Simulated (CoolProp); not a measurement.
Model: reference Helmholtz-energy equation of state, Lemmon 2013, in CoolProp.

**Question.** Give the vapour pressure (MPa), vapour density (kg/m³), surface tension (mN/m), vapour viscosity (µPa s) of saturated propylene at 222 K.

**Answer.** 
| T (K) | p (MPa) | vapour density (kg/m³) | surface tension (mN/m) | vapour viscosity (µPa s) |
|---|---|---|---|---|
| 222 | 0.0860 | 2.03 | 17.3 | 6.26 |

Viscosity comes from a separate model (Huber 2003), an estimate that may be off by 10 % or more. Surface tension comes from a separate correlation (Mulero 2012).
